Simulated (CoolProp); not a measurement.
The numbers come from the reference Helmholtz-energy equation of state, Schmidt 1985 in CoolProp.

Question: Give the vapour pressure (kPa), enthalpy of vaporisation (kJ/kg), vapour Z, liquid viscosity (µPa s) of saturated oxygen at 84.3, 123.3 K.

Answer: 
```json
[
 {"T (K)": "84.3", "p (kPa)": "52.3", "enthalpy of vaporisation (kJ/kg)": "219", "vapour Z": "0.980", "liquid viscosity (µPa s)": "229"},
 {"T (K)": "123.3", "p (kPa)": "1230", "enthalpy of vaporisation (kJ/kg)": "167", "vapour Z": "0.811", "liquid viscosity (µPa s)": "90.5"}
]
```

Viscosity comes from a separate model (Lemmon 2004).
